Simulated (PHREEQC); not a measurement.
Dissolve 1.5 mol MgSO4 per kg of water at 80 °C. Closed to the air; pH follows from the charge balance.

Computed with PHREEQC (Pitzer model, pitzer.dat).

This is a speciation only: nothing precipitates in the calculation.

Problem. Predict the activity of water, osmotic coefficient.

Solution. activity of water 0.974; osmotic coefficient 0.481.

Away from 25 °C the constants follow the database's enthalpies or fits; those with neither stay at their 25 °C values.
